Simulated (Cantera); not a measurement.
**Calcination and drying: KOH + H₂ + CO₂**

Input: 1 mol KOH, 0.093 mol H₂, 0.063 mol CO₂, at 10.0 mbar.

These are equilibrium values from Cantera (NASA tables, ideal gas, pure condensed phases), not measurements of a reactor. Candidate condensed phases: C, C₆H₆, C₇H₈, C₈H₁₈, H₂O, K, KOH, KO₂, K₂CO₃, K₂O, K₂O₂; 116 gas species. Mutual solubility and eutectic melting of coexisting phases are not modelled. The numbers say what is thermodynamically allowed, not how fast it happens.

At 1075 K the condensed part is KOH(l) + K₂CO₃(s). At 1150 K the condensed part is K₂CO₃(s). At 1225 K the condensed part is K₂CO₃(l). From 1300 K to 1825 K nothing is condensed. The main K-bearing gas is KOH throughout.

```tsv
T (K)	x KOH	x K	x H₂O	x H₂	x CO₂	x K₂(OH)₂	x O₂	n KOH(l)	n K₂CO₃(s)	n K₂CO₃(l)
1075	0.422	0.124	0.267	0.147	2.18e-5	0.0399	<1e-12	0.597	0.0630	0
1150	0.625	0.140	0.197	0.0161	0.000278	0.0214	<1e-12	0	0.0627	0
1225	0.629	0.150	0.201	0.00757	0.00579	0.00627	3.14e-11	0	0	0.0561
1300	0.655	0.145	0.146	0.00152	0.0498	0.00227	6.87e-9	0	0	0
1375	0.654	0.147	0.147	0.000783	0.0500	0.000856	3.30e-7	0	0	0
1450	0.653	0.148	0.148	0.000426	0.0502	0.000357	1.08e-5	0	0	0
1525	0.651	0.149	0.149	0.000249	0.0502	0.000162	0.000246	0	0	0
1600	0.635	0.159	0.153	0.000189	0.0498	7.55e-5	0.00289	0	0	0
1675	0.582	0.190	0.167	0.000239	0.0484	3.33e-5	0.0116	0	0	0
1750	0.505	0.236	0.186	0.000398	0.0463	1.39e-5	0.0243	0	0	0
1825	0.419	0.286	0.207	0.000717	0.0439	5.59e-6	0.0384	0	0	0
```
x: gas mole fraction; n: condensed amount in mol.
